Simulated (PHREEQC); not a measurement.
A PHREEQC speciation (ion-association model with the Davies equation for every ion, phreeqc.dat) at 25 °C gives pH 5.15 and these molalities:

```
species  mol/kgw
-------  -------
Cl-         2.35
FeCl+       1.65
Fe+2       0.209
Mg+2       0.143
FeSO4      0.141
MgSO4      0.127
SO4-2    0.00120
```

Problem. What are the element totals, and what could have been dissolved in 1 kg of water to give them?

Solution. Several could match; the one computed here: totals Cl 4.00, Fe(2) 2.00, Mg 0.270, S(6) 0.270 mol/kgw, from 0.27 mol MgSO4 and 2 mol FeCl2 per kg of water.

Precipitation was switched off in this run. The ionic strength is past about 0.7 mol/kgw, beyond the range of this activity model, so the values are rough.
